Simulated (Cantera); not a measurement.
Charge: 1 mol SiH4, a varied amount of N2, 4.4 mol H2, held at 1423.15 K and 133 Pa.

Method: chemical equilibrium by Gibbs-energy minimisation in Cantera with the NASA 1993 tables (ideal gas, pure condensed phases). Candidate condensed phases: Si, Si3N4; 18 gas species. N2 is the only nitrogen source here; it is nearly inert below about 1500 K, so the nitride shown seldom forms there in practice. Mutual solubility and eutectic melting of coexisting phases are not modelled. Kinetics and transport are ignored.

Task: Which condensed phases are stable at each of these points (n(N2) (mol)): 0.33, 0.63, 1.2, 2.4, 4.7, 9.2, 18, 35, 68?

Result: 
```csv
n(N2) (mol),condensed phases,Si condensed (%)
0.33,Si(s) + Si3N4(s),100.0
0.63,Si(s) + Si3N4(s),100.0
1.2,Si3N4(s),100.0
2.4,Si3N4(s),100.0
4.7,Si3N4(s),100.0
9.2,Si3N4(s),100.0
18,Si3N4(s),100.0
35,Si3N4(s),100.0
68,Si3N4(s),100.0
```

From 0.33 mol N2 to 0.63 mol N2 the condensed part is Si(s) + Si3N4(s). From 1.2 mol N2 to 68 mol N2 the condensed part is Si3N4(s).
